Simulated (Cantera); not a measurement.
Charge: 1 mol C, 0.027 mol NH3, held at 10.0 Torr.

Equilibrium computed with Cantera from the NASA thermochemical tables; the gas is ideal and each condensed phase is pure. Candidate condensed phases: C, C6H6, C7H8, C8H18; 92 gas species. Kinetics and transport are ignored.

Over these rows the condensed part is C(graphite). Partial pressures as log10 of bar:

| T (K) | 1000/T (1/K) | log p C2H2 (acetylene) | log p H2 | log p N2 |
|---|---|---|---|---|
| 1573 | 0.6357 | -6.69 | -2.00 | -2.48 |
| 1673 | 0.5977 | -6.25 | -2.00 | -2.48 |
| 1773 | 0.5640 | -5.86 | -2.00 | -2.48 |
| 1873 | 0.5339 | ? | -2.00 | -2.48 |
| 1973 | 0.5068 | -5.20 | -2.01 | -2.48 |
| 2073 | 0.4824 | -4.92 | -2.01 | -2.49 |

Problem. Fit log p(C2H2 (acetylene)) = a + b·(1000/T) to the five rows, give the apparent enthalpy, and predict the row at 1873 K.

Solution. Means: 1000/T = 0.5573, log p = -5.784. Sxy = -0.184572, Sxx = 0.0159839, so b = -11.55 and a = -5.784 − (-11.55)×0.5573 = 0.65.
Apparent enthalpy: −19.145 × (-11.55) = 221 kJ/mol. With the condensed phases at unit activity, 2 C(graphite) + H2(g) = C2H2 (acetylene)(g) links this pressure to the main gases: over the six rows their terms move log p by -0.01 in all, so the slope is close to that reaction's ΔH°. The five rows lie within 0.01 of the line.
Prediction at 1873 K: 0.65 + (-11.55)×0.5339 = -5.52. The computed value is -5.51, 0.01 from the line.
